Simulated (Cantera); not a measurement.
Cantera with NASA thermochemical tables; ideal gases at 1 bar, condensed phases pure. Values are per mole of reaction as written; species without (g) are pure solids or liquids, kept so even where they would boil at 1 bar.

6 NO(g) + 4 Fe → 3 N2(g) + 2 Fe2O3

```json
[
 {"T (K)": "500", "ΔH° (kJ)": "?", "ΔS° (J/K)": "?", "ΔG° (kJ)": "?", "log10 K": "?"},
 {"T (K)": "600", "ΔH° (kJ)": "?", "ΔS° (J/K)": "?", "ΔG° (kJ)": "?", "log10 K": "?"},
 {"T (K)": "700", "ΔH° (kJ)": "?", "ΔS° (J/K)": "?", "ΔG° (kJ)": "?", "log10 K": "?"},
 {"T (K)": "800", "ΔH° (kJ)": "?", "ΔS° (J/K)": "?", "ΔG° (kJ)": "?", "log10 K": "?"},
 {"T (K)": "900", "ΔH° (kJ)": "-2165.8", "ΔS° (J/K)": "-569.9", "ΔG° (kJ)": "-1652.9", "log10 K": "95.93"},
 {"T (K)": "1000", "ΔH° (kJ)": "-2163.4", "ΔS° (J/K)": "-567.3", "ΔG° (kJ)": "-1596.1", "log10 K": "83.37"}
]
```

Question: What belongs in the gaps?

Answer: 
- 500, ΔH° (kJ): -2191.0
- 500, ΔS° (J/K): -606.4
- 500, ΔG° (kJ): -1887.8
- 500, log10 K: 197.22
- 600, ΔH° (kJ): -2185.8
- 600, ΔS° (J/K): -596.8
- 600, ΔG° (kJ): -1827.7
- 600, log10 K: 159.11
- 700, ΔH° (kJ): -2179.5
- 700, ΔS° (J/K): -587.1
- 700, ΔG° (kJ): -1768.5
- 700, log10 K: 131.96
- 800, ΔH° (kJ): -2172.3
- 800, ΔS° (J/K): -577.6
- 800, ΔG° (kJ): -1710.3
- 800, log10 K: 111.67
